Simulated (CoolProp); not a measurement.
The fluid at 279.49 K and 2.69 MPa is throttled through a valve to 0.887 MPa with no heat exchange. The same conditions are run with several fluids, on thermodynamics alone (safety and materials aside).

The numbers come from the reference Helmholtz-energy equation of state of each fluid (R507A: Lemmon 2003; hexamethyldisiloxane (MM): Thol 2016; n-butane: Bücker 2006; hydrogen sulfide: Lemmon 2006; chloromethane (R40): Thol 2014) in CoolProp. Blends and air are pseudo-pure fits.

```csv
fluid,temperature change (K),final phase,final density (kg/m³)
R507A,-0.0,liquid,1130
hexamethyldisiloxane (MM),+0.8,liquid,779
n-butane,+0.6,liquid,594
hydrogen sulfide,-11.4,"two-phase, vapour fraction 0.052",220
chloromethane (R40),+0.5,liquid,948
```
